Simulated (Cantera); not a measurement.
## Silicon epitaxy and polysilicon growth: SiCl4 + HCl + H2

Charge: 1 mol SiCl4, 0.14 mol HCl, 73 mol H2.

Cantera equilibrium calculation (NASA polynomials, part measured and part estimated; ideal gas, pure solids and liquids). Candidate condensed phases: Si; 19 gas species. The tables' values for SiCl3 are old estimates. Kinetics and transport are ignored.

**Question.** Map the stable condensed phases over T = 677, 777, 877, 977, 1077, 1177, 1277, 1377, 1477 °C and P in Pa = 100, 210, 460, 980, 2100, 4500, 9600, 20000, 44000, 94000, 200000.

**Answer.** 
```
T in °C \ P in Pa
            100    210    460    980   2100   4500   9600  20000  44000  94000 200000
   1477       A      A      A      A      A      A      A      A      A      A      A
   1377       A      A      A      A      A      A      A      A      A      A      A
   1277       A      A      A      A      A      A      A      A      A      A      A
   1177       A      A      A      A      A      A      A      A      A      A      A
   1077       A      A      A      A      A      A      A      A      A      A      A
    977       A      A      A      A      A      A      A      A      A      A      A
    877       A      A      A      A      A      A      A      A      A      A      A
    777       A      A      A      A      A      A      A      A      A      B      B
    677       A      A      A      A      A      A      B      B      B      B      B
```
A: Si; B: gas only.
